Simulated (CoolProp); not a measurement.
Model: reference Helmholtz-energy equation of state, Akasaka 2023, in CoolProp.

Task: Give the vapour pressure (kPa), enthalpy of vaporisation (kJ/kg), liquid cp (kJ/(kg K)), vapour Z of saturated R1336mzz(E) at -8.45, 15.95, 40.35 °C.

Result: 
```
T (°C)  p (kPa)  enthalpy of vaporisation (kJ/kg)  liquid cp (kJ/(kg K))  vapour Z
------  -------  --------------------------------  ---------------------  --------
-8.45      49.7                               162                   1.21     0.971
15.95       139                               149                   1.23     0.938
40.35       322                               136                   1.27     0.888
```
